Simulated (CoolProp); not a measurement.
100 sccm (0 °C, 1 atm) of nitrogen bubbles through liquid n-decane at 351.4 K and leaves saturated at a total pressure of 0.0232 MPa (ideal gas phase). Each further row changes one setting.

Computed with CoolProp (reference Helmholtz-energy equation of state, Lemmon 2006). It is a short technical equation, of lower accuracy than the large ones.

| case | vapour pressure (kPa) | mole fraction of vapour | delivery (mg/min) | delivery (sccm) | change of delivery for a bath 1 K warmer (%) |
|---|---|---|---|---|---|
| as stated | 3.76 | ___ | 123 | ___ | 5.7 |
| bath temperature 356.4 K | ___ | ___ | 162 | ___ | ___ |
| total pressure 0.0464 MPa | 3.76 | 0.0811 | 56.0 | 8.82 | 5.2 |

### Question
Fill in the missing entries.

### Answer

- as stated, mole fraction of vapour: 0.162
- as stated, delivery (sccm): 19.3
- bath temperature 356.4 K, vapour pressure (kPa): 4.72
- bath temperature 356.4 K, mole fraction of vapour: 0.203
- bath temperature 356.4 K, delivery (sccm): 25.5
- bath temperature 356.4 K, change of delivery for a bath 1 K warmer (%): 5.8
